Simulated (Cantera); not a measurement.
Input: 1 mol FeCl2, 0.21 mol H2, 0.51 mol N2, equilibrated at 1.13 Torr.

Cantera equilibrium calculation (NASA polynomials, part measured and part estimated; ideal gas, pure solids and liquids). Candidate condensed phases: Fe, FeCl2, FeCl3, NH4Cl; 18 gas species. Kinetics and transport are ignored.

What share of the Fe ends up in condensed phases as a function of T (°C), at 752, 852, 952, 1052, 1152, 1252, 1352?


```json
[
 {"T (°C)": "752", "Fe condensed (%)": "17.9", "as": "Fe(α)"},
 {"T (°C)": "852", "Fe condensed (%)": "16.9", "as": "Fe(α)"},
 {"T (°C)": "952", "Fe condensed (%)": "16.0", "as": "Fe(γ)"},
 {"T (°C)": "1052", "Fe condensed (%)": "15.3", "as": "Fe(γ)"},
 {"T (°C)": "1152", "Fe condensed (%)": "14.6", "as": "Fe(γ)"},
 {"T (°C)": "1252", "Fe condensed (%)": "13.9", "as": "Fe(γ)"},
 {"T (°C)": "1352", "Fe condensed (%)": "13.3", "as": "Fe(γ)"}
]
```
